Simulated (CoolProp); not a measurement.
Fluorine along the isotherm 125.1 K: density (kg/m³) from the reference equation and from simpler models built on Tc = 144.4 K, pc = 52.40 bar, ω = 0.045; each cubic takes its own stable root.

Values from CoolProp's reference Helmholtz-energy equation of state, de Reuck 1990.

```json
[
 {"p (bar)": "0.632", "phase": "gas", "reference": "2.323"},
 {"p (bar)": "1.3", "phase": "gas", "reference": "4.811"},
 {"p (bar)": "2.67", "phase": "gas", "reference": "10.02"},
 {"p (bar)": "5.48", "phase": "gas", "reference": "21.21"},
 {"p (bar)": "11.2", "phase": "gas", "reference": "46.58"},
 {"p (bar)": "23.1", "phase": "liquid", "reference": "1152"},
 {"p (bar)": "47.4", "phase": "liquid", "reference": "1180"},
 {"p (bar)": "97.4", "phase": "liquid", "reference": "1224"},
 {"p (bar)": "200", "phase": "liquid", "reference": "1287"}
]
```

Question: How far does each simpler model (van der Waals, Redlich-Kwong, Peng-Robinson) lie from the reference over these 9 states: mean and median of the absolute difference, and the worst?

Answer: 
- van der Waals: mean 19.9 %, median 2.6 %, worst -90.5 % at 125.1 K and 23.1 bar
- Redlich-Kwong: mean 1.7 %, median 0.2 %, worst -6.8 % at 125.1 K and 23.1 bar
- Peng-Robinson: mean 4.1 %, median 0.9 %, worst +11.7 % at 125.1 K and 200 bar

At some of these states van der Waals gives the other phase, because its saturation line lies elsewhere.
